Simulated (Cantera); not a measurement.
An isothermal, constant-pressure homogeneous reactor starts with NO : N2 = 1 : 0.23 (molar parts), at 2125 K and 32000 Pa. Integrator tolerance rtol = 1e-08.

Computed with Cantera and GRI-Mech 3.0 (53 species, 325 reactions).

```tsv
quantity	before	after
x(NO) at 2.00 s	0.0243 (gas-phase equilibrium 0.0126)	0.383 (gas-phase equilibrium 0.00743)
x(N2O) at 2.00 s	4.92e-7 (gas-phase equilibrium 3.44e-7)	5.56e-5 (gas-phase equilibrium 2.06e-7)
x(NO2) at 2.00 s	2.66e-5 (gas-phase equilibrium 1.39e-5)	0.000430 (gas-phase equilibrium 1.14e-5)
x(O) at 2.00 s	0.00184 (gas-phase equilibrium 0.00185)	0.000310 (gas-phase equilibrium 0.000415)
x(O2) at 2.00 s	0.393 (gas-phase equilibrium 0.399)	0.214 (gas-phase equilibrium 0.402)
```

Which change was made?
A) temperature 2125 to 1925 K
B) N2 0.23 to 1.3 parts
C) pressure from 32000 Pa to 71000 Pa
D) pressure from 32000 Pa to 1330 Pa

A, temperature 2125 to 1925 K
